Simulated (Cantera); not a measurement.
Input (Python, Cantera) and output of one run.

```python
import numpy as np
import cantera as ct

gas_names = """
    CL CL2 H HCL H2 N NH NH2 NH3 N2 N2H2 N2H4 Si SiCL SiCL2 SiCL3 SiCL4 SiH SiHCL3 SiH2 SiH2CL2 SiH3
    SiH3CL SiH4 SiN Si2 Si2N Si3
""".split()
cond_names = """
    NH4CL(a) NH4CL(b) Si(cr) Si(L) Si3N4(a)
""".split()


# ... load() reads the species with a 1 bar reference pressure and builds the phases ...
atoms = {
    'Si2H6': {'Si': 2, 'H': 6},
    'HCl': {'H': 1, 'CL': 1},
    'N2': {'N': 2},
}
top_T = {'Si3N4(a)': 2400}  # K; cautious upper limits of use, not melting points


# ... equilibrate(T, P, feed) seeds the gas with the atoms and calls Mixture.equilibrate('TP', solver="gibbs", rtol=1e-10, max_steps=50000) ...
results = []
feed = {'Si2H6': 1, 'HCl': 3, 'N2': 33}  # mol
P = 210  # Pa
for T in [850, 950, 1050, 1150, 1250, 1350, 1450, 1550, 1650, 1750]:
    mix = equilibrate(T, P, feed)
    results.append((T, P, feed, dict(zip(mix.species_names, mix.species_moles))))
    x = sorted(zip(gas.X, gas.species_names), reverse=True)
    print(f"T = {T:g} K  P = {P:g} Pa  gas = {mix.phase_moles(0):.4g} mol")
    print("   x: " + "  ".join(f"{s} {v:.3e}" for v, s in x if v > 1e-05))
    print("   condensed (mol): " + ("  ".join(f"{mix.phase(i).name} {mix.phase_moles(i):.4g}"
          for i in range(1, mix.n_phases) if mix.phase_moles(i) > 1e-12) or "none"))
```

Output:

```
T = 850 K  P = 210 Pa  gas = 37.66 mol
   x: N2 8.412e-01  H2 8.066e-02  HCL 7.766e-02  SiCL4 4.982e-04
   condensed (mol): Si3N4(a) 0.6604
T = 950 K  P = 210 Pa  gas = 37.66 mol
   x: N2 8.410e-01  H2 8.028e-02  HCL 7.839e-02  SiCL4 3.130e-04
   condensed (mol): Si3N4(a) 0.6627
T = 1050 K  P = 210 Pa  gas = 37.66 mol
   x: N2 8.409e-01  H2 8.009e-02  HCL 7.876e-02  SiCL4 2.145e-04
   condensed (mol): Si3N4(a) 0.6638
T = 1150 K  P = 210 Pa  gas = 37.67 mol
   x: N2 8.409e-01  H2 8.004e-02  HCL 7.887e-02  SiCL4 1.562e-04  SiCL2 3.710e-05  SiCL3 2.302e-05
   condensed (mol): Si3N4(a) 0.6639
T = 1250 K  P = 210 Pa  gas = 37.67 mol
   x: N2 8.409e-01  H2 8.030e-02  HCL 7.827e-02  SiCL2 3.307e-04  SiCL4 1.151e-04  SiCL3 7.293e-05
   condensed (mol): Si3N4(a) 0.6601
T = 1350 K  P = 210 Pa  gas = 37.72 mol
   x: N2 8.411e-01  H2 8.187e-02  HCL 7.486e-02  SiCL2 1.927e-03  SiCL3 1.690e-04  SiCL4 7.392e-05  H 1.488e-05  CL 1.134e-05
   condensed (mol): Si3N4(a) 0.6393
T = 1450 K  P = 210 Pa  gas = 37.84 mol
   x: N2 8.415e-01  H2 8.649e-02  HCL 6.479e-02  SiCL2 6.801e-03  SiCL3 2.387e-04  H 6.069e-05  CL 3.703e-05  SiCL4 3.060e-05
   condensed (mol): Si3N4(a) 0.5774
T = 1550 K  P = 210 Pa  gas = 38.04 mol
   x: N2 8.422e-01  H2 9.362e-02  HCL 4.913e-02  SiCL2 1.451e-02  H 2.103e-04  SiCL3 1.948e-04  CL 8.809e-05
   condensed (mol): Si3N4(a) 0.4799
T = 1650 K  P = 210 Pa  gas = 38.25 mol
   x: N2 8.427e-01  H2 1.003e-01  HCL 3.404e-02  SiCL2 2.191e-02  H 6.279e-04  CL 1.670e-04  SiCL3 1.121e-04  SiCL 7.652e-05  Si 6.805e-05
   condensed (mol): Si3N4(a) 0.384
T = 1750 K  P = 210 Pa  gas = 39.07 mol
   x: N2 8.446e-01  H2 1.008e-01  HCL 2.719e-02  SiCL2 2.437e-02  H 1.611e-03  Si 7.148e-04  CL 3.353e-04  SiCL 3.295e-04  SiCL3 6.055e-05  Si2N 2.641e-05  SiN 1.552e-05  SiH 1.376e-05
   condensed (mol): Si(L) 1.001
```

Method: chemical equilibrium by Gibbs-energy minimisation in Cantera with the NASA 1993 tables (ideal gas, pure condensed phases). The feed counts by its element totals alone. N2 is the only nitrogen source here; it is nearly inert below about 1500 K, so the nitride shown seldom forms there in practice. The tables' values for SiCl, SiCl3, SiN are old estimates; treat these amounts as uncertain.
